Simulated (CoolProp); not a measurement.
A closed Brayton cycle with dry air: compressor inlet 323.15 K and 3 MPa, high pressure 9.23 MPa, turbine inlet 835 K, compressor efficiency 0.85, turbine efficiency 0.93, recuperator effectiveness 0 (on enthalpy, no pinch check). Each further row changes one setting.

The numbers come from the reference Helmholtz-energy equation of state, Lemmon 2000 in CoolProp. It is a pseudo-pure fit of the blend.

| case | thermal efficiency (%) | net work (kJ/kg) | compressor to turbine work | compressor exit (K) | turbine exit (K) |
|---|---|---|---|---|---|
| as stated | … | 74.4 | 0.66 | 467.5 | 634.3 |
| turbine inlet 785 K | 17.7 | 61.0 | 0.71 | 467.5 | … |
| compressor inlet 333.15 K | … | 69.7 | 0.68 | 481.6 | 634.3 |
| high pressure 7.85 MPa | 16.7 | 70.7 | 0.63 | 443.9 | 660.2 |
| recuperator effectiveness 0.5 | 23.9 | 74.4 | 0.66 | 467.5 | 634.3 |

Complete the blanks.


- as stated, thermal efficiency (%): 18.6
- turbine inlet 785 K, turbine exit (K): 594.6
- compressor inlet 333.15 K, thermal efficiency (%): 18.1
